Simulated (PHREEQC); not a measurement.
Consider water at 25 °C with 0.029 mol/kgw NaH2PO4 and 0.0011 mol/kgw Na2HPO4. Closed to the air; pH follows from the charge balance.

Model: ion-association model, phreeqc.dat, run in PHREEQC.

| quantity | before | after |
|---|---|---|
| pH | 5.56 | 9.05 |
| ionic strength (mol/kgw) | 0.0323 | 0.00328 |
| H2PO4- (mol/kgw) | 0.0290 | 1.29e-5 |
| HPO4-2 (mol/kgw) | 0.00108 | 0.00108 |
| NaHPO4- (mol/kgw) | 3.40e-5 | 3.62e-6 |

**Question.** Name the change that produced these shifts.
A) Na2HPO4 from 0.0011 to 0.0022 mol/kgw
B) diluted 10-fold with water
C) NaH2PO4 left out
D) diluted 5-fold with water
E) Na2HPO4 replaced by Na2CO3 at the same molality

**Answer.** C, NaH2PO4 left out

No solid was allowed to form.
